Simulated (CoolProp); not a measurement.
Properties of dodecamethylpentasiloxane (MD3M) along the isotherm 263.55 °C.

Values from CoolProp's reference Helmholtz-energy equation of state, Thol 2019.

```csv
p (kPa),phase,Z,cp (kJ/(kg K)),cv (kJ/(kg K)),speed of sound (m/s),isothermal compressibility (1/MPa),fugacity coefficient
7.54,gas,0.9944,1.943,1.921,107.7,133.4,0.9945
17.2,gas,0.9872,1.945,[?],[?],58.90,0.9874
39.1,gas,0.9705,1.950,1.925,[?],26.37,0.9713
88.9,gas,0.9306,1.964,1.931,100.8,12.14,0.9350
202,gas,[?],2.012,[?],88.69,6.222,0.8523
460,liquid,0.06493,2.238,1.976,306.9,0.01969,0.3961
1050,liquid,[?],2.226,1.974,326.2,0.01716,0.1885
2380,liquid,[?],[?],1.971,363.2,0.01347,0.09994
```

Question: Some entries are withheld; supply them.

Answer: 
- 17.2, cv (kJ/(kg K)): 1.922
- 17.2, speed of sound (m/s): 106.9
- 39.1, speed of sound (m/s): 105.2
- 202, Z: 0.8257
- 202, cv (kJ/(kg K)): 1.948
- 1050, Z: 0.1466
- 2380, Z: 0.3257
- 2380, cp (kJ/(kg K)): 2.208
